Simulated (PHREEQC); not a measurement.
Dissolve 2.9 mol KOH and 0.51 mol CaCl2 per kg of water at 89 °C. Closed to the air; pH follows from the charge balance.

Equilibrium calculation in PHREEQC: Pitzer model, pitzer.dat.

Task: The ionic strength comes out as 4.43 mol/kgw. What activity coefficients do K+, Cl-, Ca+2, OH- get?

Result: K+ 0.76, Cl- 0.58, Ca+2 0.0024, OH- 0.59. Single-ion values are on the MacInnes scale.

Precipitation was switched off in this run. In brines, pH and single-ion activities rest on the MacInnes convention. At this temperature some constants are extrapolated from 25 °C, and those without enthalpy data are left unchanged.
